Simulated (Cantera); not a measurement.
Charge: 1 mol Si, 0.53 mol CO2, 310 mol N2, held at 0.230 Pa.

Method: chemical equilibrium by Gibbs-energy minimisation in Cantera with the NASA 1993 tables (ideal gas, pure condensed phases). Candidate condensed phases: C, Si, SiC, SiO2, Si2N2O, Si3N4; 34 gas species. N2 is the only nitrogen source here; it is nearly inert below about 1500 K, so the nitride shown seldom forms there in practice. Mutual solubility and eutectic melting of coexisting phases are not modelled. The numbers say what is thermodynamically allowed, not how fast it happens.

x: gas mole fraction; n: condensed amount in mol.

| T (K) | x N2 | x SiO | x CO | x Si | x SiN | n Si2N2O(s) | n SiC(s) |
|---|---|---|---|---|---|---|---|
| 1198 | 0.998 | [?] | 0.00171 | 1.23e-9 | 1.20e-11 | 0.470 | 0 |
| 1248 | 0.998 | [?] | 0.00167 | 1.36e-7 | 9.61e-10 | 0.448 | 0.0108 |
| 1298 | 0.997 | [?] | 0.00114 | 2.45e-6 | 1.29e-8 | 0.120 | 0.175 |
| 1348 | 0.997 | 0.00245 | 0.000956 | 1.59e-5 | 6.35e-8 | 0 | 0.233 |
| 1398 | 0.997 | 0.00242 | 0.000984 | 7.18e-5 | 2.23e-7 | 0 | 0.224 |
| 1448 | 0.996 | 0.00232 | 0.00109 | 0.000277 | 6.78e-7 | 0 | 0.192 |
| 1498 | 0.996 | [?] | 0.00138 | 0.000865 | 1.70e-6 | 0 | 0.0992 |

Q: Some entries are withheld; supply them.

A: 
- 1198, x SiO: 0.000193
- 1248, x SiO: 0.000298
- 1298, x SiO: 0.00188
- 1498, x SiO: 0.00202
